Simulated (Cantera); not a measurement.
Charge: 1 mol Si3N4, 0.11 mol Si, 0.58 mol H2, held at 100000 Pa.

Cantera equilibrium calculation (NASA polynomials, part measured and part estimated; ideal gas, pure solids and liquids). Candidate condensed phases: Si, Si3N4; 18 gas species. The tables' values for SiN are old estimates; treat these amounts as uncertain. Gases not in the tables: Si2H6 and higher silanes. Equilibrium is a limit: real reactors are often held back by kinetics, nucleation or transport.

x: gas mole fraction; n: condensed amount in mol.

| T (K) | x N2 | x H2 | x H | x Si | x SiH | x SiN | n Si(l) |
|---|---|---|---|---|---|---|---|
| 2450 | 0.768 | 0.218 | 0.00938 | 0.00324 | 0.000432 | 0.000309 | 3.10 |
| 2475 | 0.767 | 0.217 | 0.0105 | 0.00393 | 0.000503 | 0.000360 | 3.09 |
| 2500 | 0.766 | 0.216 | ___ | ___ | ___ | 0.000418 | 3.09 |
| 2525 | 0.765 | 0.215 | 0.0130 | 0.00571 | 0.000674 | 0.000485 | 3.09 |
| 2550 | 0.763 | 0.214 | 0.0144 | 0.00685 | 0.000776 | 0.000560 | 3.08 |
| 2575 | 0.761 | 0.212 | 0.0160 | 0.00818 | 0.000892 | 0.000644 | 3.08 |
| 2600 | 0.759 | 0.211 | 0.0176 | 0.00974 | 0.00102 | 0.000740 | 3.07 |
| 2625 | 0.757 | 0.209 | 0.0194 | 0.0116 | 0.00116 | 0.000846 | 3.07 |
| 2650 | 0.754 | 0.207 | 0.0213 | 0.0137 | 0.00133 | 0.000966 | 3.06 |
| 2675 | 0.751 | 0.205 | 0.0234 | 0.0161 | 0.00150 | 0.00110 | 3.05 |
| 2700 | 0.747 | 0.203 | 0.0256 | 0.0189 | 0.00170 | 0.00125 | 3.04 |
| 2725 | 0.743 | 0.201 | ___ | ___ | ___ | 0.00141 | 3.03 |
| 2750 | 0.739 | 0.198 | 0.0304 | 0.0259 | 0.00216 | 0.00160 | 3.02 |
| 2775 | 0.734 | 0.195 | 0.0331 | 0.0302 | 0.00242 | 0.00180 | 3.00 |

Fill in the missing entries.


- 2500, x H: 0.0117
- 2500, x Si: 0.00475
- 2500, x SiH: 0.000583
- 2725, x H: 0.0279
- 2725, x Si: 0.0222
- 2725, x SiH: 0.00192
